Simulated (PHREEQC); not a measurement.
A solution holds 2.1 mol/kgw NaBr and 0.032 mol/kgw SrCl2, at 25 °C. Closed to the air; pH follows from the charge balance.

Computed with PHREEQC (Pitzer model, pitzer.dat).

The ionic strength comes out as 2.20 mol/kgw. The activity of water is 0.923 and the density is 1.154 g/cm³. The osmotic coefficient is 1.040.

| species | molality | activity | log γ |
|---|---|---|---|
| Br- | 2.10 | 1.32 | -0.201 |
| Na+ | 2.10 | 1.83 | -0.059 |
| Cl- | 0.0640 | 0.0366 | -0.243 |
| Sr+2 | 0.0320 | 0.0131 | -0.387 |
| OH- | 1.20e-7 | 4.82e-8 | -0.397 |
| H+ | 1.20e-7 | 1.94e-7 | 0.207 |

This is a speciation only: nothing precipitates in the calculation. Complexes and solids missing from the database can't appear.
